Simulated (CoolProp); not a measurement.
C2F6 (R116) at 251.73 K and 1.61 MPa is throttled through a valve to 0.165 MPa with no heat exchange. Each further row changes one setting.

Computed with CoolProp (reference Helmholtz-energy equation of state, Lemmon 2006). It is a short technical equation, of lower accuracy than the large ones.

```json
[
 {"case": "as stated", "temperature change (K)": "-47.1", "final phase": "two-phase, vapour fraction 0.438", "final density (kg/m³)": "32.2"},
 {"case": "outlet pressure 0.0495 MPa", "temperature change (K)": "-69.0", "final phase": "two-phase, vapour fraction 0.573", "final density (kg/m³)": "8.05"},
 {"case": "outlet pressure 0.215 MPa", "temperature change (K)": "-41.4", "final phase": "two-phase, vapour fraction 0.399", "final density (kg/m³)": "45.3"}
]
```
